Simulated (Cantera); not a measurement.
A perfectly stirred reactor is fed with 25.6 % CH₄, 74.4 % H₂O, at 4.93 atm; it is held at 1498 K, and followed from long to short residence time.

Detailed kinetics in Cantera: GRI-Mech 3.0 (53 species, 325 reactions).

**Question.** Predict: x(CH₄) at τ = 0.910 s; x(H₂O) at τ = 0.910 s; x(C₂H₆) at τ = 0.910 s; x(CO₂) at τ = 0.910 s; x(CH₄) at τ = 25.0 ms; x(H₂O) at τ = 25.0 ms; x(C₂H₆) at τ = 25.0 ms; x(CO₂) at τ = 25.0 ms.

**Answer.** 
- x(CH₄) at τ = 0.910 s: 0.114
- x(H₂O) at τ = 0.910 s: 0.601
- x(C₂H₆) at τ = 0.910 s: 0.000132
- x(CO₂) at τ = 0.910 s: 0.0142
- x(CH₄) at τ = 25.0 ms: 0.223
- x(H₂O) at τ = 25.0 ms: 0.725
- x(C₂H₆) at τ = 25.0 ms: 0.000622
- x(CO₂) at τ = 25.0 ms: 8.41e-5
